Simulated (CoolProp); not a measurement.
Vapour-liquid equilibrium of n-perfluoropentane (1) + n-pentane (2) at 348.1 K; x and y are mole fractions of (1).

Model: multi-fluid Helmholtz-energy mixture model, Gao 2022 and Thol 2019; pair parameters Bell 2016, in CoolProp.

```
x     bubble pressure (bar)  y at the bubble point  dew pressure at overall composition x (bar)  liquid density (mol/L)
----  ---------------------  ---------------------  -------------------------------------------  ----------------------
0.05                  4.061                  0.219                                        3.395                   7.610
0.2                   5.145                  0.424                                        3.974                   6.912
0.35                  5.422                  0.483                                        4.727                   6.333
0.5                   5.506                  0.525                                        5.471                   5.867
0.65                  5.463                  0.585                                        5.307                   5.503
0.8                   5.176                  0.693                                        4.818                   5.220
0.95                  4.501                  0.896                                        4.329                   4.993
```

y crosses x between x = 0.5 and 0.65: the model has an azeotrope there.

The pair parameters rest on a limited set of measurements; away from them the model extrapolates. With so large a gap from Raoult's law the liquid may split in two, which this calculation doesn't test in full.
